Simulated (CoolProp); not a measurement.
Computed with CoolProp (reference Helmholtz-energy equation of state, Wagner 2002).

**Question.** For water, give the phase and the Z, Joule-Thomson coefficient (K/MPa) at 740.9 K and 18.4 MPa; 740.9 K and 33.1 MPa.

**Answer.** 
- 740.9 K and 18.4 MPa: gas; Z 0.809, Joule-Thomson coefficient 4.98
- 740.9 K and 33.1 MPa: supercritical; Z 0.617, Joule-Thomson coefficient 3.81
